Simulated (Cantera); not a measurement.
Charge: 1 mol Fe₂O₃, 2 mol H₂S, 5.1 mol H₂O, equilibrated at 13.3 mbar.

Equilibrium computed with Cantera from the NASA thermochemical tables; the gas is ideal and each condensed phase is pure. Candidate condensed phases: Fe, FeO, Fe(OH)₂, Fe(OH)₃, FeS, FeSO₄, FeS₂, Fe₂O₃, Fe₂(SO₄)₃, Fe₃O₄, H₂O, H₂SO₄, S; 22 gas species. Metal and sulfide melt together well below either melting point, which pure phases cannot show. Mutual solubility and eutectic melting of coexisting phases are not modelled. The tables' stoichiometric FeO is somewhat more stable than real wüstite, so its field is too wide. FeO, FeS: taken at fixed stoichiometry. Gases not in the tables: S₃ to S₇. Equilibrium is a limit: real reactors are often held back by kinetics, nucleation or transport.

log p: log10 of the partial pressure in bar; n: condensed amount in mol.

```tsv
T (K)	log p H₂O	log p H₂	log p SO₂	log p S₂	log p H₂S	log p SO	n FeS(s)	n FeS₂(s)	n Fe₃O₄(s)	n FeO(s)	n FeO(l)
625	-1.88	-4.72	-8.04	-9.19	-4.40	<-13	___	0.752	0.258	0	0
775	-1.90	-4.98	-3.28	-4.82	-3.90	-8.87	1.63	0	0.125	0	0
925	-1.90	-4.16	-3.29	-4.41	-3.85	-7.44	1.59	0	0.136	0	0
1075	-1.91	-3.57	-3.27	-4.08	-3.81	-6.39	1.52	0	0.160	0	0
1225	-1.94	-3.15	-3.17	-3.67	-3.71	-5.52	___	0	0	0.744	0
1375	-2.00	-2.79	-3.15	-3.24	-3.56	-4.83	___	0	0	1.28	0
1525	-2.08	-2.55	-3.14	-2.98	-3.53	-4.31	0	0	0	2.00	0
1675	-2.12	-2.46	-3.01	-3.04	-3.75	-3.89	0	0	0	0	2.00
1825	-2.17	-2.39	-2.92	-3.15	-3.97	-3.56	0	0	0	0	1.99
```

Problem. Some entries are withheld; supply them.

Solution. 
- 625, n FeS(s): 0.474
- 1225, n FeS(s): 1.26
- 1375, n FeS(s): 0.720
